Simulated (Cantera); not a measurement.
A closed system holds: 1 mol Fe2O3, 1.2 mol CO, 0.36 mol N2, held at 1.00 Torr.

Cantera equilibrium calculation (NASA polynomials, part measured and part estimated; ideal gas, pure solids and liquids). Candidate condensed phases: C, Fe, Fe(CO)5, FeO, Fe2O3, Fe3O4; 27 gas species. The tables' stoichiometric FeO is somewhat more stable than real wüstite, so its field is too wide. FeO: taken at fixed stoichiometry. The numbers say what is thermodynamically allowed, not how fast it happens.

Q: Which condensed phases are stable at each of these points (T (K)): 1775, 1850, 1925, 2000, 2075, 2150, 2225, 2300, 2375, 2450, 2525?

A: 
```csv
T (K),condensed phases,Fe condensed (%)
1775,FeO(l),100.0
1850,FeO(l),99.9
1925,FeO(l),99.7
2000,FeO(l),99.2
2075,FeO(l),97.7
2150,FeO(l),93.3
2225,FeO(l),79.3
2300,FeO(l),5.5
2375,gas only,0.0
2450,gas only,0.0
2525,gas only,0.0
```

From 1775 K to 2300 K the condensed part is FeO(l). From 2375 K to 2525 K nothing is condensed.
